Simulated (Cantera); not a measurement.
A perfectly stirred reactor is fed with NH3 : H2 = 1 : 19 (molar parts), at 100000 Pa; it is held at 1775 K, and followed from long to short residence time.

Detailed kinetics in Cantera: the gas-phase N/H chemistry of the illustrative SiF4/NH3 mechanism in the Surface Chemkin manual (1991). Walls and surfaces, which speed up NH3 decomposition in real reactors, are not modelled.

**Question.** What does this change do: NH3 1 to 0.14 parts?

**Answer.** 
| quantity | before | after |
|---|---|---|
| x(NH3) at τ = 6.80 s | 0.0208 | 0.00530 |
| x(H2) at τ = 6.80 s | 0.965 | 0.993 |
| x(N) at τ = 6.80 s | 1.37e-8 | 3.93e-9 |
| x(H) at τ = 6.80 s | 0.000268 | 0.000287 |
| x(N2) at τ = 6.80 s | 0.0139 | 0.000996 |
| x(NH3) at τ = 71.0 ms | 0.0487 | 0.00728 |
| x(H2) at τ = 71.0 ms | 0.950 | 0.992 |
| x(N) at τ = 71.0 ms | 2.33e-8 | 3.77e-9 |
| x(H) at τ = 71.0 ms | 0.000238 | 0.000254 |
| x(N2) at τ = 71.0 ms | 0.000602 | 1.43e-5 |
